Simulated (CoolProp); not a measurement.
Model: reference Helmholtz-energy equation of state, Lemmon 2006, in CoolProp. It is a short technical equation, of lower accuracy than the large ones.

Q: For toluene, give the phase and the cv (kJ/(kg K)), Joule-Thomson coefficient (K/MPa), expansivity (1/kK), conductivity (mW/(m K)) at 471.8 K and 0.825 MPa; 471.8 K and 1.24 MPa; 471.8 K and 2.48 MPa.

A: 
- 471.8 K and 0.825 MPa: liquid; cv 1.80, Joule-Thomson coefficient -0.0328, expansivity 2.01, conductivity 88.0
- 471.8 K and 1.24 MPa: liquid; cv 1.80, Joule-Thomson coefficient -0.0417, expansivity 1.98, conductivity 88.3
- 471.8 K and 2.48 MPa: liquid; cv 1.80, Joule-Thomson coefficient -0.0660, expansivity 1.89, conductivity 89.2

Thermal conductivity comes from a separate model (Assael 2012).
